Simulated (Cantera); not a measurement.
A jet of H₂ : O₂ : N₂ = 0.01 : 0.12 : 0.79 (molar parts), equivalence ratio 0.042 at 300 K and 0.0296 atm hits a platinum plate 2.8 cm away at a mass flux of 0.042 kg/m²/s; the plate temperature is set and raised in steps from an oxygen-covered start.

Cantera simulation using Deutschmann's 1995 Pt surface mechanism with GRI-Mech 3.0 gas chemistry; the numbers are that mechanism's predictions, not measurements. Catalytic surfaces can have several steady states; this one follows from the mechanism file's or the stated starting coverage.

One state of this run: wall x H₂ = 0.00327; wall x O₂ = 0.122; wall x H₂O = 0.0145; wall x OH = <1e-8; θ free Pt = 0.0482; θ O* = 0.950; θ OH* = 0.00132. x: mole fraction at the wall; θ: surface coverage.

Which value of plate T (K) does it belong to?
A. 800
B. 700
C. 750
D. 650

D, 650
